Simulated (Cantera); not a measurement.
Equilibrium for metals in furnace atmospheres: Ti + H2O + CO

Input: 1 mol Ti, a varied amount of H2O, 3.5 mol CO, at 875 °C and 0.150 Torr.

Method: chemical equilibrium by Gibbs-energy minimisation in Cantera with the NASA 1993 tables (ideal gas, pure condensed phases). Candidate condensed phases: C, C6H6, C7H8, C8H18, H2O, Ti, TiC, TiO, TiO2, Ti2O3, Ti3O5, Ti4O7; 113 gas species. Mutual solubility and eutectic melting of coexisting phases are not modelled. TiC: taken at fixed stoichiometry. Equilibrium is a limit: real reactors are often held back by kinetics, nucleation or transport.

At 0.65 mol H2O the condensed part is TiC(s) + Ti2O3(s). From 2.1 mol H2O to 12 mol H2O the condensed part is TiO2(rutile).

```tsv
n(H2O) (mol)	x CO	x H2O	x H2	x CO2	x H	x CH4	x OH	n TiC(s)	n Ti2O3(s)	n TiO2(rutile)
0.65	0.829	2.43e-6	0.171	1.00e-5	2.09e-6	7.74e-8	<1e-12	0.340	0.330	0
2.1	0.615	0.00739	0.368	0.0105	3.07e-6	1.89e-10	3.69e-10	0	0	1.00
3.6	0.389	0.122	0.386	0.104	3.15e-6	8.39e-12	5.92e-9	0	0	1.00
5	0.276	0.217	0.371	0.136	3.09e-6	2.98e-12	1.08e-8	0	0	1.00
6.5	0.202	0.302	0.348	0.148	2.99e-6	1.29e-12	1.55e-8	0	0	1.00
7.9	0.157	0.368	0.325	0.150	2.89e-6	<1e-12	1.95e-8	0	0	1.00
9.4	0.124	0.426	0.303	0.148	2.79e-6	<1e-12	2.34e-8	0	0	1.00
11	0.0988	0.478	0.280	0.143	2.68e-6	<1e-12	2.73e-8	0	0	1.00
12	0.0869	0.506	0.268	0.139	2.62e-6	<1e-12	2.96e-8	0	0	1.00
```
x: gas mole fraction; n: condensed amount in mol.
